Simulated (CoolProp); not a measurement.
Dimethyl ether along the isobar 16.9 MPa: Z from the reference equation and from simpler models built on Tc = 127.2 °C, pc = 5.337 MPa, ω = 0.196; each cubic takes its own stable root.

Computed with CoolProp (reference Helmholtz-energy equation of state, Wu 2011).

```json
[
 {"T (°C)": "-114.75", "phase": "liquid", "reference": "0.6889", "van der Waals": "1.131", "Redlich-Kwong": "0.7691", "Peng-Robinson": "0.6835"},
 {"T (°C)": "-96.55", "phase": "liquid", "reference": "0.6334", "van der Waals": "1.032", "Redlich-Kwong": "0.7038", "Peng-Robinson": "0.6234"},
 {"T (°C)": "-78.45", "phase": "liquid", "reference": "0.5893", "van der Waals": "0.9523", "Redlich-Kwong": "0.6524", "Peng-Robinson": "0.5760"},
 {"T (°C)": "-60.35", "phase": "liquid", "reference": "0.5535", "van der Waals": "0.8876", "Redlich-Kwong": "0.6111", "Peng-Robinson": "0.5378"},
 {"T (°C)": "-42.25", "phase": "liquid", "reference": "0.5242", "van der Waals": "0.8340", "Redlich-Kwong": "0.5777", "Peng-Robinson": "0.5069"},
 {"T (°C)": "-24.05", "phase": "liquid", "reference": "0.5001", "van der Waals": "0.7891", "Redlich-Kwong": "0.5506", "Peng-Robinson": "0.4818"},
 {"T (°C)": "-5.95", "phase": "liquid", "reference": "0.4805", "van der Waals": "0.7516", "Redlich-Kwong": "0.5290", "Peng-Robinson": "0.4618"},
 {"T (°C)": "12.15", "phase": "liquid", "reference": "0.4647", "van der Waals": "0.7202", "Redlich-Kwong": "0.5120", "Peng-Robinson": "0.4462"},
 {"T (°C)": "30.35", "phase": "liquid", "reference": "0.4522", "van der Waals": "0.6937", "Redlich-Kwong": "0.4989", "Peng-Robinson": "0.4345"},
 {"T (°C)": "48.45", "phase": "liquid", "reference": "0.4428", "van der Waals": "0.6717", "Redlich-Kwong": "0.4897", "Peng-Robinson": "0.4267"},
 {"T (°C)": "66.55", "phase": "liquid", "reference": "0.4365", "van der Waals": "0.6537", "Redlich-Kwong": "0.4841", "Peng-Robinson": "0.4227"},
 {"T (°C)": "84.65", "phase": "liquid", "reference": "0.4333", "van der Waals": "0.6393", "Redlich-Kwong": "0.4820", "Peng-Robinson": "0.4228"},
 {"T (°C)": "102.85", "phase": "liquid", "reference": "0.4336", "van der Waals": "0.6282", "Redlich-Kwong": "0.4837", "Peng-Robinson": "0.4274"}
]
```
